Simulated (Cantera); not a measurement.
Feed: 1 mol Si(CH3)4, 0.52 mol C2H2, 430 mol H2, at 1150 K and 150 Torr.

Method: chemical equilibrium by Gibbs-energy minimisation in Cantera with the NASA 1993 tables (ideal gas, pure condensed phases). Candidate condensed phases: C, C6H6, C7H8, C8H18, Si, SiC; 87 gas species. The numbers say what is thermodynamically allowed, not how fast it happens.

Base state: H2 0.995, CH4 0.00464 (mole fractions); condensed: C(graphite) + SiC(s).

**Question.** What changes in the equilibrium state with this change: temperature from 1150 K to 2350 K?

**Answer.** 
| species | before | after |
|---|---|---|
| H2 | 0.995 | 0.966 |
| H | 1.66e-7 | 0.0274 |
| C2H2 (acetylene) | 3.85e-8 | 0.00519 |
| Si | <1e-9 | 0.00120 |
| SiC2 | <1e-9 | 0.000191 |
| SiH | <1e-9 | 0.000177 |
| Si2C | <1e-9 | 0.000113 |
| C(graphite), mol | 2.02 | 0 |
| SiC(s), mol | 1.00 | 0.160 |
Gases not in the tables: Si2H6 and higher silanes.
